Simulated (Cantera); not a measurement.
Input (Python, Cantera):

```python
import numpy as np
import cantera as ct

gas = ct.Solution("gri30.yaml")
gas.TPX = 625, 990000, {'C2H6': 1, 'O2': 4.79, 'N2': 18, 'CO2': 5.5}
flame = ct.FreeFlame(gas, width=0.008)
flame.set_refine_criteria(ratio=3, slope=0.08, curve=0.16)
flame.transport_model = "mixture-averaged"
flame.solve(loglevel=0, auto=True)
flame.transport_model = "multicomponent"
flame.soret_enabled = False
flame.solve(loglevel=0, refine_grid=True)
z, T = flame.grid, flame.T
thick = (T[-1] - T[0]) / np.gradient(T, z).max()
show = ['C2H6', 'O2', 'CO2', 'CH3', 'H2', 'NO2']
print(f"laminar burning velocity  {flame.velocity[0] * 100:.3f} cm/s")
print(f"burnt temperature         {T[-1]:.1f} K")
print(f"thermal thickness         {thick * 1e3:.4f} mm")
print(f"grid points               {len(z)}")
z0 = z[flame.heat_release_rate.argmax()]
print(f"{'z/mm':>9s}{'T/K':>9s}{'u/(m/s)':>9s}" + "".join(f"{s:>11s}" for s in show))
rows = []
for k in (-3, -2, -1.5, -1, -0.5, -0.25, 0, 0.25, 0.5, 1, 2, 4, 8):
    zz = z0 + k * thick
    rows.append([k * thick, np.interp(zz, z, T), np.interp(zz, z, flame.velocity),
                 *(np.interp(zz, z, flame.X[gas.species_index(s)]) for s in show)])
    print(f"{rows[-1][0] * 1e3:9.3f}{rows[-1][1]:9.1f}{rows[-1][2]:9.3f}" + "".join(f"{x:11.3e}" for x in rows[-1][3:]))
```

Output:

```
laminar burning velocity  17.750 cm/s
burnt temperature         1816.8 K
thermal thickness         0.1330 mm
grid points               128
     z/mm      T/K  u/(m/s)       C2H6         O2        CO2        CH3         H2        NO2
   -0.399    626.9    0.178  3.411e-02  1.632e-01  1.877e-01  2.350e-13  3.769e-04  9.536e-10
   -0.266    637.4    0.181  3.394e-02  1.618e-01  1.876e-01  3.155e-12  7.087e-04  7.476e-09
   -0.199    666.2    0.190  3.337e-02  1.585e-01  1.876e-01  2.391e-11  1.003e-03  2.846e-08
   -0.133    759.5    0.218  3.096e-02  1.483e-01  1.886e-01  4.019e-10  1.414e-03  1.054e-07
   -0.066   1040.3    0.301  2.054e-02  1.185e-01  1.954e-01  1.743e-07  1.933e-03  3.274e-07
   -0.033   1294.4    0.378  8.635e-03  9.105e-02  2.045e-01  2.525e-05  2.196e-03  2.966e-07
    0.000   1569.3    0.459  3.138e-04  6.243e-02  2.191e-01  1.102e-04  1.826e-03  4.446e-08
    0.033   1699.5    0.495  1.874e-07  5.049e-02  2.335e-01  5.348e-06  7.972e-04  1.949e-08
    0.066   1751.0    0.509  8.129e-11  4.665e-02  2.415e-01  1.599e-07  4.078e-04  2.216e-08
    0.133   1790.5    0.518  2.246e-15  4.406e-02  2.477e-01  4.529e-10  1.725e-04  2.503e-08
    0.266   1809.6    0.523  1.878e-16  4.294e-02  2.505e-01  3.379e-13  5.481e-05  1.999e-08
    0.532   1815.7    0.525 -4.695e-17  4.264e-02  2.514e-01  3.634e-14  1.690e-05  1.195e-08
    1.064   1816.8    0.525 -3.720e-19  4.260e-02  2.515e-01  1.715e-14  1.035e-05  9.900e-09
```

Model: GRI-Mech 3.0 (53 species, 325 reactions), integrated in Cantera. Burning velocities carry a grid error of a few per cent, more on coarse grids.
